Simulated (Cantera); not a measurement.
# Equilibrium for calcination and drying: MgSO₄ + C + CO₂

Input: 1 mol MgSO₄, 0.0097 mol C, 0.017 mol CO₂, held at 0.0410 bar.

These are equilibrium values from Cantera (NASA tables, ideal gas, pure condensed phases), not measurements of a reactor. Candidate condensed phases: C, Mg, MgCO₃, MgO, MgS, MgSO₄, S; 26 gas species. Mutual solubility and eutectic melting of coexisting phases are not modelled. Gases not in the tables: S₃ to S₇. Rates play no part.

```csv
T (K),x CO₂,x SO₂,x O₂,x S₈,x S₂,x SO₃,x S₂O,x COS,n MgCO₃(s),n MgSO₄(s),n MgO(s)
523,0.961,0.000212,<1e-12,0.0382,0.000421,<1e-12,1.76e-6,0.000237,0.00647,0.994,0
623,0.950,0.00952,<1e-12,0.0243,0.0157,<1e-12,0.000152,0.000782,0,0.993,0.00664
723,0.631,0.350,<1e-12,7.78e-7,0.0173,2.99e-10,0.000888,0.000123,0,0.984,0.0163
823,0.579,0.421,<1e-12,<1e-12,5.02e-9,8.98e-8,1.12e-8,1.61e-9,0,0.981,0.0194
923,0.579,0.421,3.43e-10,<1e-12,<1e-12,7.61e-6,<1e-12,<1e-12,0,0.981,0.0194
1023,0.579,0.421,4.96e-6,<1e-12,<1e-12,0.000263,<1e-12,<1e-12,0,0.981,0.0194
1123,0.556,0.428,0.0118,<1e-12,<1e-12,0.00472,<1e-12,<1e-12,0,0.979,0.0208
1223,0.0177,0.649,0.318,<1e-12,<1e-12,0.0159,<1e-12,<1e-12,0,0,1.00
1323,0.0177,0.654,0.321,<1e-12,<1e-12,0.00784,<1e-12,<1e-12,0,0,1.00
1423,0.0176,0.656,0.322,<1e-12,<1e-12,0.00427,<1e-12,<1e-12,0,0,1.00
1523,0.0176,0.657,0.322,<1e-12,<1e-12,0.00252,<1e-12,<1e-12,0,0,1.00
1623,0.0176,0.658,0.323,<1e-12,<1e-12,0.00159,1.05e-12,<1e-12,0,0,1.00
1723,0.0176,0.658,0.323,<1e-12,<1e-12,0.00106,1.06e-11,<1e-12,0,0,1.00
```
x: gas mole fraction; n: condensed amount in mol.

At 523 K the condensed part is MgCO₃(s) + MgSO₄(s). From 623 K to 1123 K the condensed part is MgO(s) + MgSO₄(s). From 1223 K to 1723 K the condensed part is MgO(s).
